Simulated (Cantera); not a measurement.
Input: 1 mol Cu2O, 430 mol H2, 2.6 mol N2.

Equilibrium computed with Cantera from the NASA thermochemical tables; the gas is ideal and each condensed phase is pure. Candidate condensed phases: Cu, CuO, Cu(OH)2, Cu2O, H2O; 27 gas species. Rates play no part.

Stable condensed phases, one row left out:

```
T in °C \ P in Pa
              10      42     180     750    3200   13000   56000  240000 1000000
   1775        A       A       A       A       A       A       A       B       B
   1575        A       A       A       A       A       A       B       B       B
   1475        A       A       A       A       A       B       B       B       B
   1375        A       A       A       A       B       B       B       B       B
   1275        A       A       A       B       B       B       B       B       B
   1175        A       A       B       B       B       B       B       B       B
   1075        A       B       B       B       B       B       B       B       B
    975        B       B       B       B       B       B       B       B       B
```

A: gas only; B: Cu.

Give the row for 1675 °C.

10: gas only; 42: gas only; 180: gas only; 750: gas only; 3200: gas only; 13000: gas only; 56000: gas only; 240000: Cu; 1000000: Cu.
